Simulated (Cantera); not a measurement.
A freely propagating, adiabatic, planar premixed flame of 50.0 % H₂, 8.95 % O₂, 41.0 % N₂, equivalence ratio 2.8, unburnt at 425 K and 900000 Pa; mixture-averaged transport, grid criteria slope 0.08 and curve 0.16, no radiation.

Model: the H2/O2 subset of GRI-Mech 3.0, which has no nitrogen chemistry, integrated in Cantera. The hydrogen kinetics of GRI-Mech 3.0 are dated; newer H2 mechanisms differ, most at raised pressure. Burning velocities carry a grid error of a few per cent, more on coarse grids.

Predict: laminar burning velocity; thermal thickness; peak x(O); peak x(H); peak x(OH).


| Item | Result |
|---|---|
| laminar burning velocity | 239 cm/s |
| thermal thickness | 0.0340 mm |
| peak x(O) | 0.000331 |
| peak x(H) | 0.0156 |
| peak x(OH) | 0.000585 |
